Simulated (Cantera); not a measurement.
An adiabatic, constant-volume homogeneous reactor starts with 7.60 % CO, 4.26 % H2, 18.5 % O2, 69.6 % N2, equivalence ratio 0.32, at 1125 K and 0.460 bar.

Model: GRI-Mech 3.0 (53 species, 325 reactions), integrated in Cantera.

### Question
Predict: time of steepest temperature rise; temperature at 0.800 s; equilibrium temperature; x(CO) at 0.800 s; x(H2) at 0.800 s; x(O2) at 0.800 s; x(O) at 0.800 s; x(NO) at 0.800 s; x(H2O) at 0.800 s; x(NO2) at 0.800 s.

### Answer
```
Quantity                                                              Result
---------------------------------  -----------------------------------------
time of steepest temperature rise                                   0.245 ms
temperature at 0.800 s                                                2190 K
equilibrium temperature                                               2189 K
x(CO) at 0.800 s                     0.00136 (gas-phase equilibrium 0.00135)
x(H2) at 0.800 s                   0.000142 (gas-phase equilibrium 0.000142)
x(O2) at 0.800 s                         0.129 (gas-phase equilibrium 0.129)
x(O) at 0.800 s                    0.000998 (gas-phase equilibrium 0.000991)
x(NO) at 0.800 s                     0.00894 (gas-phase equilibrium 0.00934)
x(H2O) at 0.800 s                      0.0435 (gas-phase equilibrium 0.0435)
x(NO2) at 0.800 s                    8.29e-6 (gas-phase equilibrium 8.67e-6)
```
